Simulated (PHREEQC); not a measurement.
Consider water at 25 °C with 1.7 mol Na2CO3, 0.032 mol Na2SO4 and 1.2 mol NaCl per kg of water. Closed to the air; pH follows from the charge balance.

All values are PHREEQC results (Pitzer model, pitzer.dat), not measurements.

| quantity | before | after |
|---|---|---|
| pH | 11.76 | 6.92 |
| ionic strength (mol/kgw) | 6.39 | 1.30 |
| SI of Mirabilite (Na2SO4:10H2O) | -1.65 | -1.80 |
| SI of Thenardite (Na2SO4) | -2.09 | -2.56 |

Name the change that produced these shifts.
A) temperature from 25 to 80 °C
B) temperature from 25 to 10 °C
C) Na2CO3 left out
D) NaCl left out
E) temperature from 25 to 5 °C

C, Na2CO3 left out

Precipitation was switched off in this run. In brines, pH and single-ion activities rest on the MacInnes convention.
